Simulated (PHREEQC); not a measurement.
0.016 g of hydrous ferric oxide (600 m²/g; 0.2 weak and 0.005 strong sites per Fe, Dzombak-Morel constants, diffuse double layer) in 1 kg of water with 0.001 mol/kgw of an inert sodium salt and 4.4e-05 mmol/kgw CuSO4, at 25 °C; the pH is set by adding NaOH or the inert anion's acid. O2 is buffered at 0.21 atm. CO2 from the air is kept out. Nothing may precipitate in this run.

Base run: PHREEQC, ion-association model, wateq4f.dat. Each further column changes one thing. The table gives Cu sorbed (%).

| pH | base | no electrostatic term (-no_edl) | background salt from 0.001 to 0.0001 mol/kgw | oxide from 0.016 to 0.08 g/kgw | 4.1e-05 mol/kgw NaF added |
|---|---|---|---|---|---|
| 4 | 0.1 | 0.4 | 0.1 | 0.6 | 0.2 |
| 5 | 6.9 | ? | 5.7 | 27.1 | 11.7 |
| 5.5 | 37.8 | ? | ? | ? | 48.6 |
| 6.5 | 97.5 | 99.6 | 97.5 | 99.5 | 97.8 |
| 7.5 | 99.6 | 99.9 | 99.5 | 99.9 | 99.6 |
| 8.5 | 99.6 | 98.8 | 99.6 | 99.9 | 99.6 |
| 9 | 99.5 | 94.7 | 99.6 | 99.9 | 99.5 |
| 10 | 99.5 | ? | 99.5 | 99.9 | 99.5 |

**Question.** What belongs in the gaps?

**Answer.** 
- 5, no electrostatic term (-no_edl): 26.9
- 5.5, no electrostatic term (-no_edl): 78.1
- 5.5, background salt from 0.001 to 0.0001 mol/kgw: 35.0
- 5.5, oxide from 0.016 to 0.08 g/kgw: 75.3
- 10, no electrostatic term (-no_edl): 23.8

The database's constant for dissolved Cu(OH)2 is higher than later reviews accept.
